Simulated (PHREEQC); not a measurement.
Dissolve 0.002 mol/kgw HF, 0.057 mol/kgw NH4F and 8e-05 mol/kgw HCl at 41 °C. Closed to the air; pH follows from the charge balance.

Model: ion-association model, phreeqc.dat, run in PHREEQC.

```json
[
 {"quantity": "pH", "before": "4.73", "after": "3.19"},
 {"quantity": "ionic strength (mol/kgw)", "before": "0.0570", "after": "0.0578"},
 {"quantity": "F- (mol/kgw)", "before": "0.0565", "after": "0.0479"},
 {"quantity": "HF (mol/kgw)", "before": "0.00167", "after": "0.0485"},
 {"quantity": "HF2- (mol/kgw)", "before": "0.000397", "after": "0.00979"}
]
```

Problem. Name the change that produced these shifts.
A) NH4F replaced by KHF2 at the same molality
B) temperature from 41 to 15 °C
C) HF replaced by KHF2 at the same molality
D) temperature from 41 to 40 °C
E) HF left out

Solution. A, NH4F replaced by KHF2 at the same molality

This is a speciation only: nothing precipitates in the calculation. Constants without temperature data keep their 25 °C values here.
